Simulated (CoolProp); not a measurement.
A closed Brayton cycle with carbon dioxide: compressor inlet 308.15 K and 7.6 MPa, high pressure 14.5 MPa, turbine inlet 745 K, compressor efficiency 0.85, turbine efficiency 0.9, recuperator effectiveness 0 (on enthalpy, no pinch check). Each further row changes one setting.

Model: reference Helmholtz-energy equation of state, Span 1996, in CoolProp.

```csv
case,thermal efficiency (%),net work (kJ/kg),compressor to turbine work,compressor exit (K),turbine exit (K)
as stated,10.4,54.9,0.29,352.1,671.9
turbine inlet 695 K,10.4,48.9,(withheld),352.1,624.8
compressor inlet 318.15 K,(withheld),47.9,(withheld),(withheld),671.9
high pressure 12.3 MPa,(withheld),42.4,(withheld),340.7,(withheld)
recuperator effectiveness 0.5,16.0,54.9,0.29,352.1,671.9
```

### Question
Complete the blanks.

### Answer

- turbine inlet 695 K, compressor to turbine work: 0.32
- compressor inlet 318.15 K, thermal efficiency (%): 9.9
- compressor inlet 318.15 K, compressor to turbine work: 0.38
- compressor inlet 318.15 K, compressor exit (K): 370.9
- high pressure 12.3 MPa, thermal efficiency (%): 7.9
- high pressure 12.3 MPa, compressor to turbine work: 0.28
- high pressure 12.3 MPa, turbine exit (K): 690.3
